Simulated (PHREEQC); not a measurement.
Make-up at 87 °C: 0.083 mol HNO3, 0.00039 mol Cu(NO3)2, 2.2e-05 mol Sr(OH)2 and 0.00014 mol Mn(NO3)2 per kg of water. Closed to the air; pH follows from the charge balance.

Model: ion-association model, phreeqc.dat, run in PHREEQC.

This is a speciation only: nothing precipitates in the calculation.

Problem. Estimate the pH.

Solution. pH 1.17.

Constants without temperature data keep their 25 °C values here.
